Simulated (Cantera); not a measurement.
A Cantera script and what it prints.

```python
import numpy as np
import cantera as ct

gas_names = """
    C CO CO2 C2 C2O C3 C3O2 C4 C5 Cu CuO Cu2 O O2 O3
""".split()
cond_names = """
    C(gr) Cu(cr) Cu(L) CuO(s) Cu2O(s) Cu2O(L)
""".split()


# ... load() reads the species with a 1 bar reference pressure and builds the phases ...
atoms = {
    'CuO': {'Cu': 1, 'O': 1},
    'CO': {'C': 1, 'O': 1},
}
top_T = {'C(gr)': 4500, 'CuO(s)': 1390}  # K; cautious upper limits of use, not melting points


# ... equilibrate(T, P, feed) seeds the gas with the atoms and calls Mixture.equilibrate('TP', solver="vcs", rtol=1e-11, max_steps=5000) ...
results = []
feed = {'CuO': 1, 'CO': 7.4}  # mol
T = 925  # K
for P in [10, 42, 180, 750, 3200, 13000, 56000, 240000, 1000000]:
    mix = equilibrate(T, P, feed)
    results.append((T, P, feed, dict(zip(mix.species_names, mix.species_moles))))
    x = sorted(zip(gas.X, gas.species_names), reverse=True)
    print(f"T = {T:g} K  P = {P:g} Pa  gas = {mix.phase_moles(0):.4g} mol")
    print("   x: " + "  ".join(f"{s} {v:.3e}" for v, s in x if v > 1e-06))
    print("   condensed (mol): " + ("  ".join(f"{mix.phase(i).name} {mix.phase_moles(i):.4g}"
          for i in range(1, mix.n_phases) if mix.phase_moles(i) > 1e-12) or "none"))
```

Result:

```
T = 925 K  P = 10 Pa  gas = 7.4 mol
   x: CO 8.649e-01  CO2 1.351e-01
   condensed (mol): Cu(cr) 1
T = 925 K  P = 42 Pa  gas = 7.4 mol
   x: CO 8.649e-01  CO2 1.351e-01
   condensed (mol): Cu(cr) 1
T = 925 K  P = 180 Pa  gas = 7.4 mol
   x: CO 8.649e-01  CO2 1.351e-01
   condensed (mol): Cu(cr) 1
T = 925 K  P = 750 Pa  gas = 7.4 mol
   x: CO 8.649e-01  CO2 1.351e-01
   condensed (mol): Cu(cr) 1
T = 925 K  P = 3200 Pa  gas = 7.4 mol
   x: CO 8.649e-01  CO2 1.351e-01
   condensed (mol): Cu(cr) 1
T = 925 K  P = 13000 Pa  gas = 6.823 mol
   x: CO 7.689e-01  CO2 2.311e-01
   condensed (mol): C(gr) 0.5766  Cu(cr) 1
T = 925 K  P = 56000 Pa  gas = 5.71 mol
   x: CO 5.290e-01  CO2 4.710e-01
   condensed (mol): C(gr) 1.69  Cu(cr) 1
T = 925 K  P = 240000 Pa  gas = 4.969 mol
   x: CO2 6.906e-01  CO 3.094e-01
   condensed (mol): C(gr) 2.431  Cu(cr) 1
T = 925 K  P = 1e+06 Pa  gas = 4.581 mol
   x: CO2 8.335e-01  CO 1.665e-01
   condensed (mol): C(gr) 2.819  Cu(cr) 1
```

Method: chemical equilibrium by Gibbs-energy minimisation in Cantera with the NASA 1993 tables (ideal gas, pure condensed phases).
